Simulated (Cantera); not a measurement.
An isothermal, constant-pressure homogeneous reactor starts with CH₄ : H₂ = 0.035 : 1 (molar parts), at 1475 K and 2500 Pa. Integrator tolerance rtol = 1e-08.

Model: GRI-Mech 3.0 (53 species, 325 reactions), integrated in Cantera. GRI-Mech 3.0 stops at C3 and has no aromatics, soot or wall deposition, so with more carbon than oxygen in the feed, carbon stays in small species such as C2H2 where larger ones or solid carbon would form. Radical loss at walls, strong at low pressure, is not modelled.

Q: What does this change do: temperature 1475 to 1450 K?

A: 
```json
[
 {"quantity": "x(CH₄) at 200 s", "before": "0.00746 (gas-phase equilibrium 0.00328)", "after": "0.0117 (gas-phase equilibrium 0.00427)"},
 {"quantity": "x(H₂) at 200 s", "before": "0.980 (gas-phase equilibrium 0.982)", "after": "0.978 (gas-phase equilibrium 0.981)"},
 {"quantity": "x(CH₂) at 200 s", "before": "7.79e-10 (gas-phase equilibrium 3.69e-10)", "after": "5.91e-10 (gas-phase equilibrium 2.46e-10)"},
 {"quantity": "x(C₂H₄) at 200 s", "before": "0.000114 (gas-phase equilibrium 0.000131)", "after": "0.000125 (gas-phase equilibrium 0.000164)"},
 {"quantity": "x(C₂H₂) at 200 s", "before": "0.0126 (gas-phase equilibrium 0.0146)", "after": "0.0106 (gas-phase equilibrium 0.0141)"},
 {"quantity": "x(H) at 200 s", "before": "7.89e-5 (gas-phase equilibrium 8.18e-5)", "after": "5.58e-5 (gas-phase equilibrium 5.97e-5)"},
 {"quantity": "x(C₂H₆) at 200 s", "before": "8.95e-8 (gas-phase equilibrium 3.36e-8)", "after": "1.73e-7 (gas-phase equilibrium 5.15e-8)"}
]
```

Q: What does this change do: CH4 0.035 to 0.0093 parts?

A: 
| quantity | before | after |
|---|---|---|
| x(CH₄) at 200 s | 0.00746 (gas-phase equilibrium 0.00328) | 0.00448 (gas-phase equilibrium 0.00168) |
| x(H₂) at 200 s | 0.980 (gas-phase equilibrium 0.982) | 0.993 (gas-phase equilibrium 0.995) |
| x(CH₂) at 200 s | 7.79e-10 (gas-phase equilibrium 3.69e-10) | 4.69e-10 (gas-phase equilibrium 1.86e-10) |
| x(C₂H₄) at 200 s | 0.000114 (gas-phase equilibrium 0.000131) | 2.14e-5 (gas-phase equilibrium 3.34e-5) |
| x(C₂H₂) at 200 s | 0.0126 (gas-phase equilibrium 0.0146) | 0.00232 (gas-phase equilibrium 0.00370) |
| x(H) at 200 s | 7.89e-5 (gas-phase equilibrium 8.18e-5) | 8.01e-5 (gas-phase equilibrium 8.24e-5) |
| x(C₂H₆) at 200 s | 8.95e-8 (gas-phase equilibrium 3.36e-8) | 2.95e-8 (gas-phase equilibrium 8.70e-9) |

Q: What does this change do: temperature 1475 to 1348 K?

A: 
```json
[
 {"quantity": "x(CH₄) at 200 s", "before": "0.00746 (gas-phase equilibrium 0.00328)", "after": "0.0302 (gas-phase equilibrium 0.0126)"},
 {"quantity": "x(H₂) at 200 s", "before": "0.980 (gas-phase equilibrium 0.982)", "after": "0.968 (gas-phase equilibrium 0.977)"},
 {"quantity": "x(CH₂) at 200 s", "before": "7.79e-10 (gas-phase equilibrium 3.69e-10)", "after": "5.97e-11 (gas-phase equilibrium 3.69e-11)"},
 {"quantity": "x(C₂H₄) at 200 s", "before": "0.000114 (gas-phase equilibrium 0.000131)", "after": "7.10e-5 (gas-phase equilibrium 0.000370)"},
 {"quantity": "x(C₂H₂) at 200 s", "before": "0.0126 (gas-phase equilibrium 0.0146)", "after": "0.00166 (gas-phase equilibrium 0.00988)"},
 {"quantity": "x(H) at 200 s", "before": "7.89e-5 (gas-phase equilibrium 8.18e-5)", "after": "1.19e-5 (gas-phase equilibrium 1.46e-5)"},
 {"quantity": "x(C₂H₆) at 200 s", "before": "8.95e-8 (gas-phase equilibrium 3.36e-8)", "after": "4.83e-7 (gas-phase equilibrium 2.84e-7)"}
]
```
